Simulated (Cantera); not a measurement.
A perfectly stirred reactor is fed with 11.7 % CH₄, 0.504 % C₂H₆, 18.0 % O₂, 67.7 % N₂, 1.99 % CO₂, at 1.01 bar; it is adiabatic with a 525 K inlet, and is followed from long to short residence time, starting on the burning branch (τ in s: 0.39, 0.12, 0.039, 0.012, 0.0039, 0.0012, 0.00039, 0.00012, 3.9e-05, 1.2e-05, 3.8e-06).

Cantera simulation using GRI-Mech 3.0 (53 species, 325 reactions); the numbers are that mechanism's predictions, not measurements.

x: mole fraction; the columns are a selection and need not sum to one.

```
τ (s)    T (K)     x CH₄   x C₂H₆      x O₂     x HCN      x OH       x HO₂   x CO₂
-------  -----  --------  -------  --------  --------  --------  ----------  ------
0.39      2096   2.67e-5  1.38e-8   3.51e-5   3.55e-6  0.000453  (withheld)  0.0562
0.12      2092   4.57e-5  4.08e-8   7.90e-5   8.97e-6  0.000604  (withheld)  0.0562
0.039     2085   6.97e-5  1.10e-7  0.000170   1.89e-5  0.000833  (withheld)  0.0562
0.012     2075  0.000113  3.04e-7  0.000382   3.80e-5   0.00116  (withheld)  0.0561
0.0039    2062  0.000210  8.28e-7  0.000853   7.13e-5   0.00148  (withheld)  0.0558
0.0012    2040  0.000499  2.65e-6   0.00216  0.000125   0.00171  (withheld)  0.0547
0.00039   1994   0.00146  1.06e-5   0.00617  0.000138   0.00164  (withheld)  0.0514
0.00012    525     0.117  0.00504     0.180    <1e-12    <1e-12      <1e-12  0.0199
3.9e-5     525     0.117  0.00504     0.180    <1e-12    <1e-12      <1e-12  0.0199
1.2e-5     525     0.117  0.00504     0.180    <1e-12    <1e-12      <1e-12  0.0199
3.8e-6     525     0.117  0.00504     0.180    <1e-12    <1e-12      <1e-12  0.0199
```

What belongs in the gaps?


- 0.39, x HO₂: 8.58e-9
- 0.12, x HO₂: 2.03e-8
- 0.039, x HO₂: 4.85e-8
- 0.012, x HO₂: 1.20e-7
- 0.0039, x HO₂: 2.87e-7
- 0.0012, x HO₂: 8.06e-7
- 0.00039, x HO₂: 3.06e-6
